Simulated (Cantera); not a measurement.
## Adiabatic ignition

An adiabatic, constant-volume homogeneous reactor starts with CO : H₂ : CH₄ : O₂ : N₂ = 1 : 0.14 : 0.052 : 0.613 : 2.3 (molar parts), equivalence ratio 1.1, at 1348 K and 1.38 atm.

Detailed kinetics in Cantera: GRI-Mech 3.0 (53 species, 325 reactions).

```
t (s)     T (K)  P (bar)   x CO     x H₂   x CH₄    x H₂O₂      x NO       x H
--------  -----  -------  -----  -------  ------  --------  --------  --------
2.00e-6    1348     1.40  0.244   0.0341  0.0127  1.97e-11    <1e-12   2.85e-8
4.93e-6    1348     1.40  0.244   0.0341  0.0127  1.32e-10    <1e-12   1.28e-7
1.21e-5    1348     1.40  0.244   0.0341  0.0127   1.43e-9    <1e-12   1.22e-6
2.99e-5    1350     1.40  0.243   0.0338  0.0124   2.28e-7  3.20e-11  0.000164
7.37e-5    2406     2.41  0.147  0.00761  <1e-12   1.65e-7  0.000140    0.0175
0.000182   2903     2.81  0.121  0.00524  <1e-12   2.24e-7   0.00292   0.00562
0.000447   2913     2.82  0.120  0.00519  <1e-12   2.30e-7   0.00948   0.00521
0.00110    2907     2.81  0.120  0.00523  <1e-12   2.22e-7    0.0140   0.00511
0.00271    2906     2.81  0.120  0.00524  <1e-12   2.21e-7    0.0146   0.00510
0.00669    2906     2.81  0.120  0.00524  <1e-12   2.21e-7    0.0146   0.00510
0.0165     2906     2.81  0.120  0.00524  <1e-12   2.21e-7    0.0146   0.00510
0.0406     2906     2.81  0.120  0.00524  <1e-12   2.21e-7    0.0146   0.00510
0.100      2906     2.81  0.120  0.00524  <1e-12   2.21e-7    0.0146   0.00510
```
x: mole fraction; the columns are a selection and need not sum to one.

| Quantity | Result |
|---|---|
| time of steepest temperature rise | 45.6 µs |
| temperature at 0.100 s | 2906 K |
| equilibrium temperature | 2906 K |
| x(CO) at 0.100 s | 0.120 (gas-phase equilibrium 0.120) |
| x(H₂) at 0.100 s | 0.00524 (gas-phase equilibrium 0.00524) |
| x(CH₄) at 0.100 s | <1e-12 (gas-phase equilibrium <1e-12) |
